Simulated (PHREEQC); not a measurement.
Solution (20 °C): 0.67 mol/kgw HF and 0.036 mol/kgw KF. Closed to the air; pH follows from the charge balance.

All values are PHREEQC results (ion-association model, wateq4f.dat), not measurements.

```
quantity                  before   after
------------------------  ------  ------
pH                          2.04    2.02
ionic strength (mol/kgw)  0.0467  0.0672
HF (mol/kgw)               0.248   0.248
H2F2 (mol/kgw)             0.194   0.194
F- (mol/kgw)              0.0243  0.0245
HF2- (mol/kgw)            0.0225  0.0227
```

Problem. Name the change that produced these shifts.
A) 0.4 mol/kgw NaCl added
B) diluted 2-fold with water
C) 0.02 mol/kgw NH4Cl added
D) 0.38 mol/kgw NaCl added

Solution. C, 0.02 mol/kgw NH4Cl added

No solid was allowed to form. wateq4f.dat counts part of the HF as a dimer, H2F2, which phreeqc.dat doesn't know; its constant is uncertain.
